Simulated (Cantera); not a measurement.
Charge: 1 mol NH₃, 0.2 mol O₂, 1 mol H₂, held at 2750 K and 66.0 bar.

Cantera equilibrium calculation (NASA polynomials, part measured and part estimated; ideal gas, pure solids and liquids). Candidate condensed phases: H₂O; 24 gas species. The ideal-gas law is rough above about 30 bar. Rates play no part.

Base state: H₂ 0.694, N₂ 0.166, H₂O 0.132, H 0.00701, OH 0.000360, NH₃ 0.000128, NO 1.44e-5 (mole fractions); condensed: gas only.

Question: What changes in the equilibrium state with this change: NH₃ replaced by CO₂?

Answer: 
```json
[
 {"species": "H₂O", "before": "0.132", "after": "0.436"},
 {"species": "CO₂", "before": "0", "after": "0.257"},
 {"species": "CO", "before": "0", "after": "0.241"},
 {"species": "H₂", "before": "0.694", "after": "0.0596"},
 {"species": "N₂", "before": "0.166", "after": "0"},
 {"species": "NH₃", "before": "0.000128", "after": "0"},
 {"species": "NO", "before": "1.44e-5", "after": "0"},
 {"species": "O₂", "before": "1.77e-7", "after": "0.000259"},
 {"species": "O", "before": "2.30e-6", "after": "8.81e-5"},
 {"species": "OH", "before": "0.000360", "after": "0.00404"}
]
```
Further candidate phases: C, C₆H₆, C₇H₈, C₈H₁₈.
